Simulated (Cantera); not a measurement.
**Catalytic combustion on Pt**

An isothermal plug-flow reactor at 973 K and 1.01 bar (inlet), inlet velocity 2.9 m/s, active area per volume 4500 1/m; feed 0.888 % H₂, 1.73 % O₂, 97.4 % N₂, equivalence ratio 0.26.

Cantera simulation using Deutschmann's 1995 Pt surface mechanism with GRI-Mech 3.0 gas chemistry; the numbers are that mechanism's predictions, not measurements. Catalytic surfaces can have several steady states; this one follows from the mechanism file's or the stated starting coverage. Mass transfer to the wall is taken as infinitely fast.

```tsv
z (m)	x H₂	x O₂	x H₂O	θ free Pt	θ O*	θ OH*
4.9e-05	0.00180	0.0138	0.00711	0.360	0.638	0.00217
8.2e-05	0.000946	0.0133	0.00796	0.312	0.686	0.00213
0.00014	0.000345	0.0130	0.00857	0.287	0.711	0.00211
0.00023	7.82e-5	0.0129	0.00884	0.278	0.720	0.00211
0.00038	6.89e-6	0.0129	0.00891	0.275	0.722	0.00210
0.00064	1.04e-7	0.0129	0.00892	0.275	0.723	0.00210
0.0011	1.40e-10	0.0129	0.00892	0.275	0.723	0.00210
0.0018	7.82e-11	0.0129	0.00892	0.275	0.723	0.00210
0.003	7.82e-11	0.0129	0.00892	0.275	0.723	0.00210
0.0049	7.82e-11	0.0129	0.00892	0.275	0.723	0.00210
```
x: gas mole fraction; θ: surface coverage.
